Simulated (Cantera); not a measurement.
# Ignition delay

Mixture: 4.14 % CH4, 18.8 % O2, 77.0 % N2, equivalence ratio 0.44, at 0.310 bar, adiabatic and at constant pressure. Ignition delay is the time to a rise of 400 K.

Detailed kinetics in Cantera: GRI-Mech 3.0 (53 species, 325 reactions).

| T0 (K) | delay (ms) |
|---|---|
| 1150 | 175 |
| 1250 | 39.2 |
| 1350 | 11.0 |
| 1450 | 3.93 |
| 1550 | 1.71 |
| 1650 | 0.849 |

```yaml
apparent activation energy between 1450 and 1650 K: 150 kJ/mol
```
